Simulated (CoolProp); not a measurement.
Properties of vinyl chloride along the isobar 185 bar (Tc = 425.0 K, pc = 56.00 bar, ω = 0.160).

Computed with CoolProp (reference Helmholtz-energy equation of state, Thol 2022).

```csv
T (K),phase,density (kg/m³),cp (kJ/(kg K)),cv (kJ/(kg K)),speed of sound (m/s)
142.8,liquid,1192,1.697,1.032,?
162.7,liquid,1155,1.594,0.9690,1592
182.7,liquid,1119,1.526,0.9309,1498
202.6,liquid,?,1.484,?,1406
222.6,liquid,1053,1.460,0.9022,1314
242.5,liquid,1021,1.450,0.9027,1225
262.5,liquid,989.5,1.450,0.9097,1138
282.4,liquid,958.2,1.458,0.9214,1054
302.3,liquid,926.6,1.474,?,972.5
322.3,liquid,894.5,1.497,0.9545,893.6
```

**Question.** What belongs in the gaps?

**Answer.** 
- 142.8, speed of sound (m/s): 1687
- 202.6, density (kg/m³): 1086
- 202.6, cv (kJ/(kg K)): 0.9105
- 302.3, cv (kJ/(kg K)): 0.9366
